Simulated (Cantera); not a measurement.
A closed system holds: 1 mol TEOS, 11 mol H₂O, 3.9 mol H₂, held at 500 °C and 13.3 mbar.

Equilibrium computed with Cantera from the NASA thermochemical tables; the gas is ideal and each condensed phase is pure. Candidate condensed phases: C, C₆H₆, C₇H₈, C₈H₁₈, H₂O, Si, SiC, SiO₂; 123 gas species. The feed counts by its element totals alone. Equilibrium is a limit: real reactors are often held back by kinetics, nucleation or transport.

Base state: H₂ 0.674, CO 0.150, CO₂ 0.0881, H₂O 0.0776, CH₄ 0.0105 (mole fractions); condensed: SiO₂(α-quartz).

Q: What changes in the equilibrium state with this change: temperature from 500 °C to 577 °C?

A: 
```
species              before     after
-------------------  ------  --------
H₂                    0.674     0.672
CO                    0.150     0.175
H₂O                  0.0776    0.0849
CO₂                  0.0881    0.0677
CH₄                  0.0105  0.000488
SiO₂(α-quartz), mol    1.00         0
SiO₂(β-quartz), mol       0      1.00
```

Q: What changes in the equilibrium state with this change: TEOS replaced by SiCl₄?

A: 
```csv
species,before,after
H₂O,0.0776,0.533
HCl,0,0.237
H₂,0.674,0.231
CO,0.150,0
CO₂,0.0881,0
CH₄,0.0105,0
"SiO₂(α-quartz), mol",1.00,1.00
```
